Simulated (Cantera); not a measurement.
What does this Cantera script print?

```python
import numpy as np
import cantera as ct

surf = ct.Interface("ptcombust.yaml", "Pt_surf")
gas = surf.adjacent["gas"]
gas.TPX = 775, 500000, {'H2': 0.0036, 'O2': 0.028, 'N2': 0.79}
surf.TP = 775, 500000
reactor = ct.FlowReactor(gas, clone=False)
reactor.area = 0.0001  # m2
reactor.surface_area_to_volume_ratio = 470  # 1/m
reactor.mass_flow_rate = 8.4 * reactor.area * gas.density  # inlet velocity 8.4 m/s
reactor.energy_enabled = False
wall = ct.ReactorSurface(surf, reactor, clone=False)
net = ct.ReactorNet([reactor])
net.rtol, net.atol = 1e-8, 1e-16
show, cover = ['H2', 'O2', 'H2O'], ['PT(S)', 'H(S)', 'O(S)', 'OH(S)', 'CO(S)', 'C(S)']

rows = []
print(f"{'z/m':>9s}{'u/(m/s)':>9s}" + "".join(f"{s:>13s}" for s in show + cover))
for z in [5.8e-05, 9.6e-05, 0.00016, 0.00027, 0.00045, 0.00075, 0.0012, 0.0021, 0.0035, 0.0058]:
    net.advance(z)
    rows.append([reactor.speed, *gas[show].X, *surf[cover].coverages])
    print(f"{z:9.4g}{rows[-1][0]:9.3g}" + "".join(f"{x:13.4e}" for x in rows[-1][1:]))
```

Output:

```
      z/m  u/(m/s)           H2           O2          H2O        PT(S)         H(S)         O(S)        OH(S)        CO(S)         C(S)
  5.8e-05      8.4   4.2683e-03   3.4025e-02   1.1362e-04   2.3809e-01   2.4668e-07   7.5647e-01   5.4354e-03  -9.2847e-27  -1.4080e-29
  9.6e-05      8.4   4.1971e-03   3.3990e-02   1.8502e-04   2.3436e-01   2.3927e-07   7.6019e-01   5.4438e-03   3.3162e-27   5.0064e-30
  0.00016      8.4   4.0821e-03   3.3935e-02   3.0021e-04   2.2834e-01   2.2757e-07   7.6620e-01   5.4552e-03  -1.3789e-26  -1.9957e-29
  0.00027      8.4   3.8982e-03   3.3846e-02   4.8454e-04   2.1866e-01   2.0949e-07   7.7587e-01   5.4676e-03   8.7895e-26   1.5382e-28
  0.00045      8.4   3.6296e-03   3.3716e-02   7.5373e-04   2.0444e-01   1.8448e-07   7.9008e-01   5.4718e-03   3.1708e-26   4.9279e-29
  0.00075      8.4   3.2539e-03   3.3534e-02   1.1303e-03   1.8439e-01   1.5220e-07   8.1015e-01   5.4463e-03   5.3206e-27  -4.5604e-30
   0.0012     8.39   2.8138e-03   3.3321e-02   1.5714e-03   1.6069e-01   1.1831e-07   8.3394e-01   5.3626e-03  -1.1185e-26  -1.2159e-29
   0.0021     8.39   2.2094e-03   3.3028e-02   2.1771e-03   1.2785e-01   7.8511e-08   8.6701e-01   5.1315e-03  -5.2698e-26  -4.7388e-29
   0.0035     8.39   1.6491e-03   3.2757e-02   2.7386e-03   9.7317e-02   4.8602e-08   8.9791e-01   4.7641e-03   6.3153e-25   5.9035e-28
   0.0058     8.39   1.1542e-03   3.2518e-02   3.2346e-03   7.0774e-02   2.7972e-08   9.2494e-01   4.2813e-03   2.2833e-24   3.1191e-27
```

Model: Deutschmann's 1995 Pt surface mechanism with GRI-Mech 3.0 gas chemistry, integrated in Cantera. Catalytic surfaces can have several steady states; this one follows from the mechanism file's or the stated starting coverage. Mass transfer to the wall is taken as infinitely fast.
